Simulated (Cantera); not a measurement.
An adiabatic, constant-volume homogeneous reactor starts with CH4 : O2 : N2 = 1 : 3.57 : 13.4 (molar parts), at 1500 K and 315 Torr.

Cantera simulation using GRI-Mech 3.0 (53 species, 325 reactions); the numbers are that mechanism's predictions, not measurements.

One state of this run: T (K) = 2599; P (bar) = 0.741; x CH4 = <1e-12; x O2 = 0.0782; x C2H4 = <1e-12; x H = 0.00276; x C2H = <1e-12. x: mole fraction; the columns are a selection and need not sum to one.

Task: Which value of t (s) does it belong to?
A. 6.01e-6
B. 0.00155
C. 4.82e-5
D. 0.100

Result: D, 0.100
